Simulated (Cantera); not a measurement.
Charge: 1 mol FeS, 1800 mol H2, 6.7 mol H2O, held at 1173.15 K and 7.50 Torr.

Cantera equilibrium calculation (NASA polynomials, part measured and part estimated; ideal gas, pure solids and liquids). Candidate condensed phases: Fe, FeO, Fe(OH)2, Fe(OH)3, FeS, FeSO4, FeS2, Fe2O3, Fe2(SO4)3, Fe3O4, H2O, H2SO4, S; 22 gas species. The numbers say what is thermodynamically allowed, not how fast it happens.

Base state: H2 0.996, H2O 0.00371, H2S 0.000553 (mole fractions); condensed: Fe(α).

### Question
What changes in the equilibrium state with this change: temperature from 1173.15 K to 900 K?

### Answer
```
species        before     after
-----------  --------  --------
H2              0.996     0.996
H2O           0.00371   0.00371
H2S          0.000553  0.000457
Fe(α), mol      1.000     0.827
FeS(s), mol         0     0.173
```
FeS: taken at fixed stoichiometry.

### Question
What changes in the equilibrium state with this change: temperature from 1173.15 K to 2248 K?

### Answer
```
species      before     after
----------  -------  --------
H2            0.996     0.925
H           1.18e-6    0.0706
H2O         0.00371   0.00353
Fe          1.97e-9  0.000533
S             <1e-9  0.000254
OH            <1e-9   4.04e-5
SH          6.21e-7  0.000211
Fe(α), mol    1.000         0
```
